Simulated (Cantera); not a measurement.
Input (Python, Cantera):

```python
import numpy as np
import cantera as ct

gas = ct.Solution("gri30.yaml")
gas.TPX = 1750, 180000, {'C2H4': 1, 'H2': 49}
reactor = ct.IdealGasConstPressureReactor(gas, energy="off", clone=False)
net = ct.ReactorNet([reactor])
net.rtol, net.atol = 1e-08, 1e-18
show = ['C2H4', 'H2', 'C2H2', 'CH4', 'H']
times = np.geomspace(0.0006, 1, 10)

steps = ct.SolutionArray(gas, extra=["t"])
rows = []
print(f"{'t/s':>10s}{'T/K':>9s}{'P/Pa':>11s}" + "".join(f"{s:>11s}" for s in show))
for t in times:
    while net.time < t:
        t_next = net.step()
        steps.append(gas.state, t=t_next)
    rows.append([np.interp(t, steps.t, y) for y in (steps.T, steps.P, *steps(*show).X.T)])
    print(f"{t:10.3e}{rows[-1][0]:9.1f}{rows[-1][1]:11.4g}" + "".join(f"{x:11.3e}" for x in rows[-1][2:]))
rate = np.gradient(steps.T, steps.t)
print("integrator steps:", len(steps.t))
if steps.T.max() > steps.T[0] + 200:
    print(f"time of steepest temperature rise: {steps.t[rate.argmax()]:.4e} s")
gas.TPX = 1750, 180000, {'C2H4': 1, 'H2': 49}
gas.equilibrate("TP")
print(f"equilibrium (TP): T = {gas.T:.1f} K  " + "  ".join(f"{s} {gas[s].X[0]:.3e}" for s in show))
```

Result:

```
       t/s      T/K       P/Pa       C2H4         H2       C2H2        CH4          H
 6.000e-04   1750.0    1.8e+05  4.198e-03  9.799e-01  1.523e-02  5.252e-04  1.707e-04
 1.368e-03   1750.0    1.8e+05  1.143e-03  9.798e-01  1.811e-02  7.692e-04  1.964e-04
 3.120e-03   1750.0    1.8e+05  1.032e-03  9.796e-01  1.806e-02  1.095e-03  1.996e-04
 7.114e-03   1750.0    1.8e+05  1.014e-03  9.792e-01  1.774e-02  1.801e-03  1.934e-04
 1.622e-02   1750.0    1.8e+05  9.765e-04  9.785e-01  1.706e-02  3.287e-03  1.861e-04
 3.699e-02   1750.0    1.8e+05  9.017e-04  9.770e-01  1.573e-02  6.193e-03  1.796e-04
 8.434e-02   1750.0    1.8e+05  7.841e-04  9.746e-01  1.363e-02  1.079e-02  1.749e-04
 1.923e-01   1750.0    1.8e+05  6.852e-04  9.725e-01  1.184e-02  1.472e-02  1.726e-04
 4.385e-01   1750.0    1.8e+05  6.636e-04  9.721e-01  1.144e-02  1.558e-02  1.721e-04
 1.000e+00   1750.0    1.8e+05  6.632e-04  9.721e-01  1.143e-02  1.560e-02  1.721e-04
integrator steps: 909
equilibrium (TP): T = 1750.0 K  C2H4 6.632e-04  H2 9.721e-01  C2H2 1.143e-02  CH4 1.560e-02  H 1.721e-04
```

Model: GRI-Mech 3.0 (53 species, 325 reactions), integrated in Cantera. GRI-Mech 3.0 was tuned for natural gas; its chemistry of ethylene as a main component is partial and can be far from experiment. GRI-Mech 3.0 stops at C3 and has no aromatics, soot or wall deposition, so with more carbon than oxygen in the feed, carbon stays in small species such as C2H2 where larger ones or solid carbon would form.
